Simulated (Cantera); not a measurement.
What does this Cantera script print?

```python
import numpy as np
import cantera as ct

gas_names = """
    B BH BH2 BH3 BO BO2 B2 B2O B2O2 B2O3 B3O3H3 H HBO HBO2 HO2 H2 H2O H2O2 H3B3O6 O OH O2 O3
""".split()
cond_names = """
    B(b) B(L) B2O3(L) B3O3H3(cr) H2O(s) H2O(L)
""".split()


def load(file, names, dense=False):
    # The tables refer to 1 bar. Condensed volumes are neglected.
    table = {s.name: s for s in ct.Species.list_from_file(file)}
    out = []
    for n in names:
        d = dict(table[n].input_data)
        d["thermo"] = dict(d["thermo"], **{"reference-pressure": 1e5})
        if dense:
            d["equation-of-state"] = {"model": "constant-volume", "density": "1e6 g/cm^3"}
        out.append(ct.Species.from_dict(d))
    return out


gas = ct.Solution(thermo="ideal-gas", species=load("nasa_gas.yaml", gas_names))
cond = {s.name: ct.Solution(thermo="fixed-stoichiometry", species=[s], name=s.name)
        for s in load("nasa_condensed.yaml", cond_names, dense=True)}
atoms = {
    'B2O3': {'B': 2, 'O': 3},
    'H2O': {'H': 2, 'O': 1},
}
top_T = {}  # K; cautious upper limits of use, not melting points


def equilibrate(T, P, feed):
    n = {}
    for name, mol in feed.items():
        for a, k in atoms[name].items():
            n[a] = n.get(a, 0.0) + k * mol
    gas.TPX = T, P, n
    mass = sum(n.values()) * gas.mean_molecular_weight
    gas.equilibrate("TP")
    valid = [c for c in cond.values() if c.min_temp <= T <= top_T.get(c.name, c.max_temp)]
    mix = ct.Mixture([(gas, mass / gas.mean_molecular_weight)] + [(c, 0.0) for c in valid])
    mix.T, mix.P = T, P
    mix.equilibrate("TP", solver="vcs", rtol=1e-11, max_steps=5000)
    return mix


results = []
feed = {'B2O3': 1, 'H2O': 4.8}  # mol
P = 55000  # Pa
for T in [1098, 1173, 1248, 1323, 1398, 1473, 1548, 1623, 1698, 1773, 1848, 1923, 1998]:
    mix = equilibrate(T, P, feed)
    results.append((T, P, feed, dict(zip(mix.species_names, mix.species_moles))))

top = {s: max(r[3][s] / sum(r[3][g] for g in gas_names) for r in results) for s in gas_names}
cols = sorted((s for s in top if top[s] > 0.001), key=lambda s: -top[s])[:9]
seen = [c for c in cond_names if any(r[3].get(c, 0) > 1e-12 for r in results)]
print("log10 of partial pressures in bar; condensed amounts in mol")
print(f"{'T/K':>10s}" + "".join(f"{s[:9]:>10s}" for s in cols + seen))
for T, P, feed, n in results:
    ng = sum(n[g] for g in gas_names)
    print(f"{T:10.4g}" + "".join(f"{np.log10(max(n[s] / ng * P / 1e5, 1e-99)):10.3f}" for s in cols)
          + "".join(f"{n.get(c, 0):10.4g}" for c in seen))
```

Output:

```
log10 of partial pressures in bar; condensed amounts in mol
       T/K       H2O      HBO2      B2O3    H3B3O6        H2        O2        OH       BO2   B2O3(L)
      1098    -0.265    -3.906    -9.626    -2.152    -6.007    -6.321    -7.225   -10.751    0.9078
      1173    -0.264    -3.383    -8.429    -2.284    -5.500    -5.819    -6.604    -9.615    0.9304
      1248    -0.264    -2.927    -7.382    -2.403    -5.054    -5.377    -6.058    -8.618    0.9433
      1323    -0.264    -2.526    -6.459    -2.513    -4.658    -4.987    -5.575    -7.737    0.9468
      1398    -0.267    -2.172    -5.640    -2.615    -4.306    -4.640    -5.144    -6.954    0.9386
      1473    -0.272    -1.857    -4.908    -2.713    -3.990    -4.331    -4.760    -6.252     0.913
      1548    -0.283    -1.578    -4.251    -2.810    -3.708    -4.056    -4.417    -5.622    0.8607
      1623    -0.300    -1.330    -3.658    -2.911    -3.456    -3.813    -4.111    -5.053    0.7683
      1698    -0.328    -1.112    -3.120    -3.022    -3.233    -3.602    -3.840    -4.538    0.6165
      1773    -0.371    -0.923    -2.631    -3.150    -3.038    -3.424    -3.605    -4.072    0.3781
      1848    -0.435    -0.762    -2.183    -3.306    -2.873    -3.283    -3.407    -3.651   0.01231
      1923    -0.438    -0.761    -2.120    -3.887    -2.686    -3.108    -3.185    -3.426         0
      1998    -0.439    -0.766    -2.075    -4.439    -2.513    -2.944    -2.979    -3.224         0
```

These are equilibrium values from Cantera (NASA tables, ideal gas, pure condensed phases), not measurements of a reactor. Gases not in the tables: H3BO3.
